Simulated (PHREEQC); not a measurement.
## Reverse-osmosis permeate (model solution)

Model water analysis in mg/L, 25 °C, pH 6.61, pe -2:

| constituent | mg/L |
|---|---|
| Na | 3.73 |
| K | 0.224 |
| Ca | 1.74 |
| Mg | 0.406 |
| Cl | 6.42 |
| S(6) as SO4 | 0.639 |
| Alkalinity as HCO3 | 5.66 |
| N(-3) as NH4 | 0.0738 |
| Sr | 0.00852 |

Valence states are taken as typed.

The numbers come from PHREEQC with the ion-association model, wateq4f.dat.

No solid was allowed to form.

### Question
Predict the charge-balance error.

### Answer
charge-balance error 0.9 %.

### Question
In which forms is C present?

### Answer
HCO3- 65 %, CO2 35 % of the C.

Complexes and solids missing from the database can't appear.
